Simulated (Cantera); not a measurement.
Charge: 1 mol SiC, 0.09 mol H2O, 89 mol H2, 0.021 mol O2, held at 1050 K and 230 Pa.

Method: chemical equilibrium by Gibbs-energy minimisation in Cantera with the NASA 1993 tables (ideal gas, pure condensed phases). Candidate condensed phases: C, C6H6, C7H8, C8H18, H2O, Si, SiC, SiO2; 123 gas species. Mutual solubility and eutectic melting of coexisting phases are not modelled. Rates play no part.

Task: What is the equilibrium state?

Result: 
```json
{
 "x(H2)": "1.000",
 "x(CO)": "0.000309",
 "x(CH4)": "0.000132",
 "n(C(graphite))": "0.0129 mol",
 "n(SiC(s))": "0.948 mol",
 "n(SiO2(β-quartz))": "0.0522 mol",
 "gas_amount": "89.11 mol",
 "log10 activity of Si(s) (absent)": "-3.23"
}
```
